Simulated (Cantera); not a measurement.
A closed system holds: 1 mol AlCl₃, 3.9 mol N₂, at 400 °C and 1330 Pa.

These are equilibrium values from Cantera (NASA tables, ideal gas, pure condensed phases), not measurements of a reactor. Candidate condensed phases: Al, AlCl₃, AlN; 11 gas species. Equilibrium is a limit: real reactors are often held back by kinetics, nucleation or transport.

Base state: N₂ 0.820, AlCl₃ 0.150, Al₂Cl₆ 0.0299 (mole fractions); condensed: gas only.

Question: What changes in the equilibrium state with this change: N₂ from 3.9 to 0.58 mol?

Answer: 
| species | before | after |
|---|---|---|
| N₂ | 0.820 | 0.436 |
| AlCl₃ | 0.150 | 0.377 |
| Al₂Cl₆ | 0.0299 | 0.187 |
